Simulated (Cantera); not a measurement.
Charge: 1 mol CuO, a varied amount of CO, 5.7 mol N2, equilibrated at 725 °C and 330 Torr.

Equilibrium computed with Cantera from the NASA thermochemical tables; the gas is ideal and each condensed phase is pure. Candidate condensed phases: C, Cu, CuO, Cu2O; 27 gas species. Rates play no part.

Q: Which condensed phases are stable at each of these points (n(CO) (mol)): 0.51, 0.73, 1.1, 1.5, 2.1, 3.1, 4.4, 6.3, 9?

A: 
| n(CO) (mol) | condensed phases | Cu condensed (%) |
|---|---|---|
| 0.51 | Cu(s) + Cu2O(s) | 100.0 |
| 0.73 | Cu(s) + Cu2O(s) | 100.0 |
| 1.1 | Cu(s) | 100.0 |
| 1.5 | Cu(s) | 100.0 |
| 2.1 | Cu(s) | 100.0 |
| 3.1 | Cu(s) | 100.0 |
| 4.4 | Cu(s) | 100.0 |
| 6.3 | Cu(s) | 100.0 |
| 9 | C(graphite) + Cu(s) | 100.0 |

From 0.51 mol CO to 0.73 mol CO the condensed part is Cu(s) + Cu2O(s). From 1.1 mol CO to 6.3 mol CO the condensed part is Cu(s). At 9 mol CO the condensed part is C(graphite) + Cu(s).
